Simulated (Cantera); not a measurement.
Mixture: H2 : O2 : N2 = 1 : 0.455 : 1.71 (molar parts), equivalence ratio 1.1, at 19.0 bar, adiabatic and at constant volume. Ignition delay is the time to a rise of 400 K.

Model: GRI-Mech 3.0 (53 species, 325 reactions), integrated in Cantera. The hydrogen kinetics of GRI-Mech 3.0 are dated; newer H2 mechanisms differ, most at raised pressure. The pressure lies above the range GRI-Mech 3.0 was tuned for (to about 10 atm).

Question: At T0 = 1175 K, what is the delay, and which 6 reactions control it most (d ln τ / d ln k, from doubling and halving each rate constant)?

Answer: The delay is 0.170 ms.
| reaction | d ln τ / d ln k | faster rate |
|---|---|---|
| H + O2 <=> O + OH | -0.95 | shortens it |
| H + H2O2 <=> H2 + HO2 | -0.49 | shortens it |
| 2 OH (+M) <=> H2O2 (+M) | -0.42 | shortens it |
| H + O2 + N2 <=> HO2 + N2 | 0.34 | lengthens it |
| H + O2 + M <=> HO2 + M | 0.32 | lengthens it |
| H + HO2 <=> 2 OH | -0.11 | shortens it |
